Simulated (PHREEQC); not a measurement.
A solution holds 0.23 mmol/kgw PbCl2 and 22 mmol/kgw HBF4, at 20 °C. Closed to the air; pH follows from the charge balance.

The numbers come from PHREEQC with the ion-association model, wateq4f.dat.

No solid was allowed to form.

What pH does the model give?

pH 1.74.

In which forms is F present?

BF4- 88 %, HF 8.4 %, BF3OH- 3.0 % of the F.

Species that the database lacks are ignored. Real BF4- forms and hydrolyses slowly; the run takes it at equilibrium.
